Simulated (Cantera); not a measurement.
Ammonia decomposition in nitride growth gas

An isothermal, constant-pressure homogeneous reactor starts with NH₃ : H₂ = 1 : 1.7 (molar parts), at 1725 K and 0.0200 bar.

Detailed kinetics in Cantera: the gas-phase N/H chemistry of the illustrative SiF4/NH3 mechanism in the Surface Chemkin manual (1991). Walls and surfaces, which speed up NH3 decomposition in real reactors, are not modelled.

```csv
t (s),x NH₃,x H₂,x N₂,x N₂H₄,x H,x N,x N₂H₂
2.00e-6,0.370,0.630,<1e-12,<1e-12,4.74e-9,<1e-12,<1e-12
7.29e-6,0.370,0.630,<1e-12,<1e-12,1.63e-8,<1e-12,<1e-12
2.65e-5,0.370,0.630,<1e-12,<1e-12,5.45e-8,<1e-12,<1e-12
9.67e-5,0.370,0.630,<1e-12,<1e-12,1.90e-7,<1e-12,<1e-12
0.000352,0.370,0.630,1.31e-12,<1e-12,6.82e-7,<1e-12,5.87e-12
0.00128,0.370,0.630,2.29e-10,1.66e-12,2.48e-6,<1e-12,1.47e-10
0.00468,0.370,0.630,1.86e-8,2.30e-11,9.00e-6,4.25e-11,2.52e-9
0.0170,0.370,0.630,1.17e-6,3.06e-10,3.26e-5,2.03e-9,4.04e-8
0.0620,0.370,0.630,7.14e-5,3.06e-9,0.000103,6.15e-8,5.48e-7
0.226,0.367,0.631,0.00100,4.85e-9,0.000132,1.22e-7,9.45e-7
0.823,0.358,0.637,0.00456,4.68e-9,0.000134,1.23e-7,9.10e-7
3.00,0.325,0.658,0.0164,4.11e-9,0.000143,1.23e-7,7.95e-7
```
x: mole fraction; the columns are a selection and need not sum to one.

Equilibrium at this temperature and pressure: NH₃ 2.01e-7, H₂ 0.864, N₂ 0.135, N₂H₄ <1e-12, H 0.00123, N 2.35e-11, N₂H₂ <1e-12 (gas phase only).
